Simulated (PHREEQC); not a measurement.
Solution (45 °C): 46 mmol/kgw HF and 0.038 mmol/kgw Na2CO3. Closed to the air; pH follows from the charge balance.

Computed with PHREEQC (ion-association model, wateq4f.dat).

Precipitation was switched off in this run.

Question: Predict the pH.

Answer: pH 2.35.

Question: In which forms is F present?

Answer: HF 81 %, F- 9.1 %, H2F2 7.4 %, HF2- 2.9 % of the F.

wateq4f.dat counts part of the HF as a dimer, H2F2, which phreeqc.dat doesn't know; its constant is uncertain. At this temperature some constants are extrapolated from 25 °C, and those without enthalpy data are left unchanged.
